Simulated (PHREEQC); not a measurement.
**Leach liquor: an equilibrium model**

Solution (20 °C): 20 mmol/kgw HCl, 61 mmol/kgw CuSO4 and 0.83 mmol/kgw MgSO4. Closed to the air; pH follows from the charge balance.

All values are PHREEQC results (ion-association model, wateq4f.dat), not measurements.

| Item | Value |
|---|---|
| pH | 2.06 |
| ionic strength | 0.152 mol/kgw |
| total alkalinity | -20.0 meq/kg |

```
species  molality  activity   log γ
-------  --------  --------  ------
Cu+2       0.0370    0.0132  -0.447
SO4-2      0.0287   0.00932  -0.488
CuSO4      0.0235    0.0243   0.015
Cl-        0.0195    0.0143  -0.134
H+         0.0106   0.00861  -0.092
HSO4-     0.00936   0.00702  -0.125
CuCl+    0.000536  0.000397  -0.131
```

No solid was allowed to form.
